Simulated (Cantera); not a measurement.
A Cantera script and what it prints.

```python
import numpy as np
import cantera as ct

gas_names = [...]  # 47 gases of nasa_gas.yaml made of Cl, H, N, O, Si
cond_names = """
    H2O(s) H2O(L) NH4CL(a) NH4CL(b) Si(cr) Si(L) SiO2(Lqz) SiO2(hqz) SiO2(L) Si2N2O(s) Si3N4(a)
""".split()


# ... load() reads the species with a 1 bar reference pressure and builds the phases ...
atoms = {
    'SiCl4': {'Si': 1, 'CL': 4},
    'H2O': {'H': 2, 'O': 1},
    'N2': {'N': 2},
}
top_T = {'Si2N2O(s)': 2100, 'Si3N4(a)': 2400}  # K; cautious upper limits of use, not melting points


# ... equilibrate(T, P, feed) seeds the gas with the atoms and calls Mixture.equilibrate('TP', solver="vcs", rtol=1e-11, max_steps=5000) ...
results = []
T = 1050  # K
P = 96  # Pa
for m in [14, 19, 25, 33, 43, 57, 75, 99, 130, 170]:
    feed = {'SiCl4': 1, 'H2O': 1.2, 'N2': m}  # mol
    mix = equilibrate(T, P, feed)
    results.append((T, P, feed, dict(zip(mix.species_names, mix.species_moles))))
    x = sorted(zip(gas.X, gas.species_names), reverse=True)
    print(f"T = {T:g} K  P = {P:g} Pa  n(N2) = {m:g} mol  gas = {mix.phase_moles(0):.4g} mol")
    print("   x: " + "  ".join(f"{s} {v:.3e}" for v, s in x if v > 0.0001))
    print("   condensed (mol): " + ("  ".join(f"{mix.phase(i).name} {mix.phase_moles(i):.4g}"
          for i in range(1, mix.n_phases) if mix.phase_moles(i) > 1e-12) or "none"))
```

It prints:

```
T = 1050 K  P = 96 Pa  n(N2) = 14 mol  gas = 16.8 mol
   x: N2 8.333e-01  HCL 1.428e-01  SiCL4 2.381e-02
   condensed (mol): SiO2(hqz) 0.6
T = 1050 K  P = 96 Pa  n(N2) = 19 mol  gas = 21.8 mol
   x: N2 8.716e-01  HCL 1.101e-01  SiCL4 1.834e-02
   condensed (mol): SiO2(hqz) 0.6
T = 1050 K  P = 96 Pa  n(N2) = 25 mol  gas = 27.8 mol
   x: N2 8.993e-01  HCL 8.632e-02  SiCL4 1.438e-02
   condensed (mol): SiO2(hqz) 0.6
T = 1050 K  P = 96 Pa  n(N2) = 33 mol  gas = 35.8 mol
   x: N2 9.218e-01  HCL 6.703e-02  SiCL4 1.117e-02
   condensed (mol): SiO2(hqz) 0.6
T = 1050 K  P = 96 Pa  n(N2) = 43 mol  gas = 45.8 mol
   x: N2 9.389e-01  HCL 5.240e-02  SiCL4 8.731e-03
   condensed (mol): SiO2(hqz) 0.6
T = 1050 K  P = 96 Pa  n(N2) = 57 mol  gas = 59.8 mol
   x: N2 9.532e-01  HCL 4.013e-02  SiCL4 6.686e-03
   condensed (mol): SiO2(hqz) 0.6
T = 1050 K  P = 96 Pa  n(N2) = 75 mol  gas = 77.8 mol
   x: N2 9.640e-01  HCL 3.084e-02  SiCL4 5.139e-03
   condensed (mol): SiO2(hqz) 0.6
T = 1050 K  P = 96 Pa  n(N2) = 99 mol  gas = 101.8 mol
   x: N2 9.725e-01  HCL 2.357e-02  SiCL4 3.927e-03
   condensed (mol): SiO2(hqz) 0.6
T = 1050 K  P = 96 Pa  n(N2) = 130 mol  gas = 132.8 mol
   x: N2 9.789e-01  HCL 1.807e-02  SiCL4 3.010e-03
   condensed (mol): SiO2(hqz) 0.6
T = 1050 K  P = 96 Pa  n(N2) = 170 mol  gas = 172.8 mol
   x: N2 9.838e-01  HCL 1.389e-02  SiCL4 2.313e-03
   condensed (mol): SiO2(hqz) 0.6
```

Cantera equilibrium calculation (NASA polynomials, part measured and part estimated; ideal gas, pure solids and liquids).
